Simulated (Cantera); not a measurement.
Cantera run:

```python
import numpy as np
import cantera as ct

gas_names = """
    N NO NO2 NO3 N2 N2O O O2 O3 Pb PbO Pb2
""".split()
cond_names = """
    Pb(cr) Pb(L) PbO(rd) PbO(yw) PbO(L) PbO2(s) Pb3O4(s)
""".split()


def load(file, names, dense=False):
    # The tables refer to 1 bar. Condensed volumes are neglected.
    table = {s.name: s for s in ct.Species.list_from_file(file)}
    out = []
    for n in names:
        d = dict(table[n].input_data)
        d["thermo"] = dict(d["thermo"], **{"reference-pressure": 1e5})
        if dense:
            d["equation-of-state"] = {"model": "constant-volume", "density": "1e6 g/cm^3"}
        out.append(ct.Species.from_dict(d))
    return out


gas = ct.Solution(thermo="ideal-gas", species=load("nasa_gas.yaml", gas_names))
cond = {s.name: ct.Solution(thermo="fixed-stoichiometry", species=[s], name=s.name)
        for s in load("nasa_condensed.yaml", cond_names, dense=True)}
atoms = {
    'Pb': {'Pb': 1},
    'O2': {'O': 2},
    'N2': {'N': 2},
}
top_T = {'Pb3O4(s)': 820}  # K; cautious upper limits of use, not melting points


def equilibrate(T, P, feed):
    n = {}
    for name, mol in feed.items():
        for a, k in atoms[name].items():
            n[a] = n.get(a, 0.0) + k * mol
    gas.TPX = T, P, n
    mass = sum(n.values()) * gas.mean_molecular_weight
    gas.equilibrate("TP")
    valid = [c for c in cond.values() if c.min_temp <= T <= top_T.get(c.name, c.max_temp)]
    mix = ct.Mixture([(gas, mass / gas.mean_molecular_weight)] + [(c, 0.0) for c in valid])
    mix.T, mix.P = T, P
    mix.equilibrate("TP", solver="vcs", rtol=1e-11, max_steps=5000)
    return mix


results = []
P = 100000  # Pa
for T in [873, 948, 1023, 1098, 1173, 1248, 1323, 1398, 1473, 1548, 1623]:
    for m in [0.2, 0.38, 0.72, 1.4, 2.6, 5, 9.6, 18, 35]:
        feed = {'Pb': 1, 'O2': 0.15, 'N2': m}  # mol
        mix = equilibrate(T, P, feed)
        results.append((T, P, feed, dict(zip(mix.species_names, mix.species_moles))))

for T, P, feed, n in results:
    print(f"{T:7g} {feed['N2']:10.4g}  " + (" + ".join(c for c in cond_names if n.get(c, 0) > 1e-12) or "gas only"))
```

Output:

```
    873        0.2  Pb(L) + PbO(yw)
    873       0.38  Pb(L) + PbO(yw)
    873       0.72  Pb(L) + PbO(yw)
    873        1.4  Pb(L) + PbO(yw)
    873        2.6  Pb(L) + PbO(yw)
    873          5  Pb(L) + PbO(yw)
    873        9.6  Pb(L) + PbO(yw)
    873         18  Pb(L) + PbO(yw)
    873         35  Pb(L) + PbO(yw)
    948        0.2  Pb(L) + PbO(yw)
    948       0.38  Pb(L) + PbO(yw)
    948       0.72  Pb(L) + PbO(yw)
    948        1.4  Pb(L) + PbO(yw)
    948        2.6  Pb(L) + PbO(yw)
    948          5  Pb(L) + PbO(yw)
    948        9.6  Pb(L) + PbO(yw)
    948         18  Pb(L) + PbO(yw)
    948         35  Pb(L) + PbO(yw)
   1023        0.2  Pb(L) + PbO(yw)
   1023       0.38  Pb(L) + PbO(yw)
   1023       0.72  Pb(L) + PbO(yw)
   1023        1.4  Pb(L) + PbO(yw)
   1023        2.6  Pb(L) + PbO(yw)
   1023          5  Pb(L) + PbO(yw)
   1023        9.6  Pb(L) + PbO(yw)
   1023         18  Pb(L) + PbO(yw)
   1023         35  Pb(L) + PbO(yw)
   1098        0.2  Pb(L) + PbO(yw)
   1098       0.38  Pb(L) + PbO(yw)
   1098       0.72  Pb(L) + PbO(yw)
   1098        1.4  Pb(L) + PbO(yw)
   1098        2.6  Pb(L) + PbO(yw)
   1098          5  Pb(L) + PbO(yw)
   1098        9.6  Pb(L) + PbO(yw)
   1098         18  Pb(L) + PbO(yw)
   1098         35  Pb(L) + PbO(yw)
   1173        0.2  Pb(L) + PbO(L)
   1173       0.38  Pb(L) + PbO(L)
   1173       0.72  Pb(L) + PbO(L)
   1173        1.4  Pb(L) + PbO(L)
   1173        2.6  Pb(L) + PbO(L)
   1173          5  Pb(L) + PbO(L)
   1173        9.6  Pb(L) + PbO(L)
   1173         18  Pb(L) + PbO(L)
   1173         35  Pb(L) + PbO(L)
   1248        0.2  Pb(L) + PbO(L)
   1248       0.38  Pb(L) + PbO(L)
   1248       0.72  Pb(L) + PbO(L)
   1248        1.4  Pb(L) + PbO(L)
   1248        2.6  Pb(L) + PbO(L)
   1248          5  Pb(L) + PbO(L)
   1248        9.6  Pb(L) + PbO(L)
   1248         18  Pb(L) + PbO(L)
   1248         35  Pb(L) + PbO(L)
   1323        0.2  Pb(L) + PbO(L)
   1323       0.38  Pb(L) + PbO(L)
   1323       0.72  Pb(L) + PbO(L)
   1323        1.4  Pb(L) + PbO(L)
   1323        2.6  Pb(L) + PbO(L)
   1323          5  Pb(L) + PbO(L)
   1323        9.6  Pb(L) + PbO(L)
   1323         18  Pb(L) + PbO(L)
   1323         35  Pb(L) + PbO(L)
   1398        0.2  Pb(L) + PbO(L)
   1398       0.38  Pb(L) + PbO(L)
   1398       0.72  Pb(L) + PbO(L)
   1398        1.4  Pb(L) + PbO(L)
   1398        2.6  Pb(L) + PbO(L)
   1398          5  Pb(L) + PbO(L)
   1398        9.6  Pb(L) + PbO(L)
   1398         18  Pb(L) + PbO(L)
   1398         35  Pb(L) + PbO(L)
   1473        0.2  Pb(L) + PbO(L)
   1473       0.38  Pb(L) + PbO(L)
   1473       0.72  Pb(L) + PbO(L)
   1473        1.4  Pb(L) + PbO(L)
   1473        2.6  Pb(L) + PbO(L)
   1473          5  Pb(L) + PbO(L)
   1473        9.6  Pb(L) + PbO(L)
   1473         18  Pb(L) + PbO(L)
   1473         35  Pb(L) + PbO(L)
   1548        0.2  Pb(L) + PbO(L)
   1548       0.38  Pb(L) + PbO(L)
   1548       0.72  Pb(L) + PbO(L)
   1548        1.4  Pb(L) + PbO(L)
   1548        2.6  Pb(L) + PbO(L)
   1548          5  Pb(L) + PbO(L)
   1548        9.6  Pb(L) + PbO(L)
   1548         18  gas only
   1548         35  gas only
   1623        0.2  Pb(L) + PbO(L)
   1623       0.38  Pb(L) + PbO(L)
   1623       0.72  Pb(L) + PbO(L)
   1623        1.4  Pb(L) + PbO(L)
   1623        2.6  Pb(L) + PbO(L)
   1623          5  Pb(L) + PbO(L)
   1623        9.6  gas only
   1623         18  gas only
   1623         35  gas only
```

Method: chemical equilibrium by Gibbs-energy minimisation in Cantera with the NASA 1993 tables (ideal gas, pure condensed phases). Each liquid is taken as pure. Mutual solubility and eutectic melting of coexisting phases are not modelled.
